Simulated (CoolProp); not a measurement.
A single-stage vapour-compression cycle with dimethyl ether: evaporating at 221.15 K (dew point), condensing at 288.15 K (bubble point), superheat 2 K, subcooling 8 K, compressor efficiency 0.7, no pressure losses. Each further row changes one setting.

The numbers come from the reference Helmholtz-energy equation of state, Wu 2011 in CoolProp.

```tsv
case	cooling COP	pressure ratio	discharge temperature (K)	refrigerating effect (kJ/kg)	volumetric capacity (kJ/m³)
as stated	1.89	16.7	363.6	365	240
evaporating temperature 226.15 K	2.13	12.7	355.4	370	315
condensing temperature 283.15 K	2.09	14.3	355.2	376	248
subcooling 13 K	1.95	16.7	363.6	376	248
superheat 12 K	1.87	16.7	376.0	377	237
compressor efficiency 0.6	1.62	16.7	382.4	365	240
```
